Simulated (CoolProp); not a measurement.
The numbers come from the reference Helmholtz-energy equation of state, Gao 2022 in CoolProp.

**Question.** Give the vapour pressure (MPa), liquid density (kg/m³), vapour Z of saturated n-perfluorohexane at 66.75, 94.05 °C.

**Answer.** 
```json
[
 {"T (°C)": "66.75", "p (MPa)": "0.139", "liquid density (kg/m³)": "1550", "vapour Z": "0.921"},
 {"T (°C)": "94.05", "p (MPa)": "0.305", "liquid density (kg/m³)": "1450", "vapour Z": "0.859"}
]
```
